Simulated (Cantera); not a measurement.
A perfectly stirred reactor is fed with NO : N₂ = 1 : 1.2 (molar parts), at 0.230 bar; it is held at 1850 K, and followed from long to short residence time.

Model: GRI-Mech 3.0 (53 species, 325 reactions), integrated in Cantera.

**Question.** Predict: x(NO) at τ = 4.00 s; x(N₂O) at τ = 4.00 s; x(N₂) at τ = 4.00 s; x(NO₂) at τ = 4.00 s; x(O) at τ = 4.00 s; x(NO) at τ = 46.0 ms; x(N₂O) at τ = 46.0 ms; x(N₂) at τ = 46.0 ms; x(NO₂) at τ = 46.0 ms; x(O) at τ = 46.0 ms.

**Answer.** 
```
Quantity                  Value
---------------------  --------
x(NO) at τ = 4.00 s       0.338
x(N₂O) at τ = 4.00 s    4.45e-5
x(N₂) at τ = 4.00 s       0.603
x(NO₂) at τ = 4.00 s   0.000195
x(O) at τ = 4.00 s     0.000103
x(NO) at τ = 46.0 ms      0.453
x(N₂O) at τ = 46.0 ms   7.66e-5
x(N₂) at τ = 46.0 ms      0.546
x(NO₂) at τ = 46.0 ms   7.61e-5
x(O) at τ = 46.0 ms     3.47e-5
```
